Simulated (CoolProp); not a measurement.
500 sccm (0 °C, 1 atm) of nitrogen bubbles through liquid ethylbenzene at 322.8 K and leaves saturated at a total pressure of 0.0499 MPa (ideal gas phase). Each further row changes one setting.

The numbers come from the reference Helmholtz-energy equation of state, Zhou 2012 in CoolProp.

```csv
case,vapour pressure (kPa),mole fraction of vapour,delivery (mg/min),delivery (sccm),change of delivery for a bath 1 K warmer (%)
as stated,4.62,…,241,51.0,5.3
bath temperature 327.8 K,…,0.117,313,66.1,5.3
total pressure 0.0998 MPa,4.62,0.0463,115,24.3,…
```

Problem. Some entries are withheld; supply them.

Solution. 
- as stated, mole fraction of vapour: 0.0925
- bath temperature 327.8 K, vapour pressure (kPa): 5.82
- total pressure 0.0998 MPa, change of delivery for a bath 1 K warmer (%): 5.1
